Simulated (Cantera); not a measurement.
A perfectly stirred reactor is fed with H₂ : O₂ : N₂ = 1 : 1 : 3.76 (molar parts), equivalence ratio 0.50, at 14.0 bar; it is adiabatic with a 300 K inlet, and is followed from long to short residence time, starting on the burning branch (τ in s: 0.083, 0.031, 0.011, 0.0041, 0.0015, 0.00055, 0.0002, 7.4e-05, 2.7e-05).

Model: GRI-Mech 3.0 (53 species, 325 reactions), integrated in Cantera. The hydrogen kinetics of GRI-Mech 3.0 are dated; newer H2 mechanisms differ, most at raised pressure. The pressure lies above the range GRI-Mech 3.0 was tuned for (to about 10 atm).

Q: What does this change do: pressure from 14.0 bar to 0.480 bar?

A: 
| quantity | before | after |
|---|---|---|
| blow-out, bracketed by the residence times tried | burning at 74.0 µs, out at 27.0 µs | burning at 0.200 ms, out at 74.0 µs |
| x(H₂) at τ = 83.0 ms | 2.92e-5 | 0.000410 |
| x(O₂) at τ = 83.0 ms | 0.0950 | 0.0945 |
| x(OH) at τ = 83.0 ms | 0.000198 | 0.00189 |
| x(H) at τ = 83.0 ms | 2.00e-7 | 8.17e-5 |
| x(NO) at τ = 83.0 ms | 1.76e-6 | 6.15e-6 |
| x(H₂) at τ = 1.50 ms | 0.000637 | 0.00503 |
| x(O₂) at τ = 1.50 ms | 0.0952 | 0.0942 |
| x(OH) at τ = 1.50 ms | 0.000447 | 0.00526 |
| x(H) at τ = 1.50 ms | 7.79e-6 | 0.00370 |
| x(NO) at τ = 1.50 ms | 1.39e-6 | 7.12e-6 |
